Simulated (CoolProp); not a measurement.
Vapour-liquid equilibrium of sulfur hexafluoride (1) + R113 (2) at 274.1 K; x and y are mole fractions of (1).

Values from CoolProp's multi-fluid Helmholtz-energy mixture model, Guder 2009 and Marx 1992; pair parameters Bell 2016.

| x | bubble pressure, mixture model (kPa) | bubble pressure, Raoult's law (kPa) | y, mixture model | y, Raoult's law |
|---|---|---|---|---|
| 0.05 | 137.6 | 79.20 | 0.882 | 0.811 |
| 0.125 | 213.9 | 174.4 | 0.924 | 0.921 |
| 0.2 | 247.6 | 269.6 | 0.935 | 0.953 |
| 0.275 | 273.9 | 364.8 | 0.942 | 0.969 |
| 0.35 | 306.0 | 459.9 | 0.950 | 0.978 |
| 0.425 | 350.0 | 555.1 | 0.959 | 0.984 |
| 0.5 | 410.4 | 650.3 | 0.968 | 0.988 |
| 0.575 | 491.3 | 745.5 | 0.977 | 0.991 |
| 0.65 | 595.8 | 840.7 | 0.985 | 0.993 |
| 0.725 | 725.1 | 935.8 | 0.991 | 0.995 |
| 0.8 | 875.7 | 1031 | 0.995 | 0.997 |
| 0.875 | 1037 | 1126 | 0.998 | 0.998 |
| 0.95 | 1192 | 1221 | 0.999 | 0.999 |

The largest gap from Raoult's law is +73.7 % in bubble pressure, at x = 0.05. No azeotrope shows between x = 0.05 and 0.95.

Pair parameters are fitted to limited data, so mixtures are less certain than the pure fluids. The gap from Raoult's law changes sign with composition, which may be real or a fault of the pair parameters; it wasn't checked against measurements. With so large a gap from Raoult's law the liquid may split in two, which this calculation doesn't test in full.
